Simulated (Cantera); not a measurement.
## Gas-phase reforming

An isothermal, constant-pressure homogeneous reactor starts with 42.0 % CH₄, 50.4 % H₂O, 7.56 % H₂, at 1873 K and 750 Torr.

Cantera simulation using GRI-Mech 3.0 (53 species, 325 reactions); the numbers are that mechanism's predictions, not measurements.

| t (s) | x CH₄ | x H₂O | x H₂ | x OH | x H₂O₂ |
|---|---|---|---|---|---|
| 2.00e-5 | 0.412 | 0.503 | 0.0799 | 2.11e-5 | 2.15e-11 |
| 8.66e-5 | 0.361 | 0.490 | 0.122 | 3.65e-5 | 6.40e-11 |
| 0.000375 | 0.221 | 0.435 | 0.269 | 3.05e-5 | 4.50e-11 |
| 0.00162 | 0.0919 | 0.376 | 0.412 | 2.62e-5 | 3.33e-11 |
| 0.00702 | 0.0326 | 0.317 | 0.501 | 2.30e-5 | 2.57e-11 |
| 0.0304 | 0.0198 | 0.222 | 0.582 | 1.51e-5 | 1.11e-11 |
| 0.132 | 0.0105 | 0.118 | 0.666 | 7.38e-6 | 2.65e-12 |
| 0.570 | 0.00360 | 0.0584 | 0.715 | 3.49e-6 | <1e-12 |
| 2.47 | 0.000342 | 0.0430 | 0.728 | 2.53e-6 | <1e-12 |
| 10.7 | 2.13e-7 | 0.0425 | 0.729 | 2.51e-6 | <1e-12 |
| 46.2 | 2.04e-7 | 0.0425 | 0.729 | 2.51e-6 | <1e-12 |
| 200 | 2.04e-7 | 0.0425 | 0.729 | 2.51e-6 | <1e-12 |
x: mole fraction; the columns are a selection and need not sum to one.

Equilibrium at this temperature and pressure: CH₄ 2.47e-7, H₂O 0.0425, H₂ 0.729, OH 2.51e-6, H₂O₂ <1e-12 (gas phase only).
